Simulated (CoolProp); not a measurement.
Vapour-liquid equilibrium of dimethyl ether (1) + isobutane (2) at 194.4 K; x and y are mole fractions of (1).

Computed with CoolProp (multi-fluid Helmholtz-energy mixture model, Wu 2011 and Bücker 2006; pair parameters Bell 2016).

**Question.** Give the bubble pressure and the first vapour's composition at x = 0.35, 0.65, 0.8. Is there an azeotrope?

**Answer.** x = 0.35: 4.177 kPa, y = 0.565; x = 0.65: 4.597 kPa, y = 0.715; x = 0.8: 4.652 kPa, y = 0.798. y crosses x between x = 0.65 and 0.8: the model has an azeotrope there.

The pair parameters rest on a limited set of measurements; away from them the model extrapolates.
